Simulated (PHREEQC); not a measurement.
Copper plating or etch bath: speciation

Make-up at 25 °C: 0.0088 mol/kgw CuSO4 and 0.0016 mol/kgw HNO3. Closed to the air; pH follows from the charge balance.

All values are PHREEQC results (ion-association model, wateq4f.dat), not measurements.

No solid was allowed to form.

Problem. Predict the pH, ionic strength.

Solution. pH 2.98; ionic strength 0.0264 mol/kgw.

Problem. In which forms is S present?

Solution. SO4-2 68 %, CuSO4 27 %, HSO4- 4.5 % of the S.
